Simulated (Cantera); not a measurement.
A freely propagating, adiabatic, planar premixed flame of H₂ : O₂ : N₂ = 1 : 0.926 : 3.48 (molar parts), equivalence ratio 0.54, unburnt at 400 K and 110000 Pa; mixture-averaged transport, grid criteria slope 0.08 and curve 0.16, no radiation.

Model: the H2/O2 subset of GRI-Mech 3.0, which has no nitrogen chemistry, integrated in Cantera. Burning velocities carry a grid error of a few per cent, more on coarse grids. Lean hydrogen flames are cellular in practice and burn faster than this planar one.

Q: Predict: laminar burning velocity; thermal thickness; peak x(O); peak x(H); peak x(HO₂); peak x(H₂O₂).

A: 
| Property | Result |
|---|---|
| laminar burning velocity | 107 cm/s |
| thermal thickness | 0.358 mm |
| peak x(O) | 0.00517 |
| peak x(H) | 0.00639 |
| peak x(HO₂) | 0.000353 |
| peak x(H₂O₂) | 6.66e-5 |
